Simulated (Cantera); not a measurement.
An adiabatic, constant-pressure homogeneous reactor starts with CH4 : O2 : N2 = 1 : 3.77 : 27.9 (molar parts), at 1700 K and 1.97 atm. Integrator tolerance rtol = 1e-08.

Detailed kinetics in Cantera: GRI-Mech 3.0 (53 species, 325 reactions).

Task: What does this change do: pressure from 1.97 atm to 0.849 atm?

Result: 
| quantity | before | after |
|---|---|---|
| time of steepest temperature rise | 0.171 ms | 0.352 ms |
| temperature at 0.300 s | 2303 K | 2294 K |
| equilibrium temperature | 2303 K | 2293 K |
| x(CH4) at 0.300 s | <1e-12 (gas-phase equilibrium <1e-12) | <1e-12 (gas-phase equilibrium <1e-12) |
| x(O2) at 0.300 s | 0.0496 (gas-phase equilibrium 0.0496) | 0.0498 (gas-phase equilibrium 0.0497) |
| x(H2) at 0.300 s | 0.000398 (gas-phase equilibrium 0.000398) | 0.000568 (gas-phase equilibrium 0.000568) |
| x(NO) at 0.300 s | 0.00798 (gas-phase equilibrium 0.00800) | 0.00762 (gas-phase equilibrium 0.00783) |
| x(H2O2) at 0.300 s | 8.28e-8 (gas-phase equilibrium 8.28e-8) | 5.26e-8 (gas-phase equilibrium 5.25e-8) |
| x(HO2) at 0.300 s | 2.54e-6 (gas-phase equilibrium 2.54e-6) | 1.99e-6 (gas-phase equilibrium 1.99e-6) |
